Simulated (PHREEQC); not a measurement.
Make-up at 25 °C: 1.5 mmol/kgw HF, 6.1 mmol/kgw (CH3)4NF and 7.3 mmol/kgw MnSO4. Closed to the air; pH follows from the charge balance.

Computed with PHREEQC (ion-association model, wateq4f.dat).

**Question.** The ionic strength comes out as 0.0287 mol/kgw. What activity coefficients do F-, HSO4-, Mn+2, H+, HF2- get?

**Answer.** F- 0.85, HSO4- 0.85, Mn+2 0.55, H+ 0.87, HF2- 0.85.

This is a speciation only: nothing precipitates in the calculation. (CH3)4N+ isn't in the database: it is added as a free cation with an ion size of 4 Å.
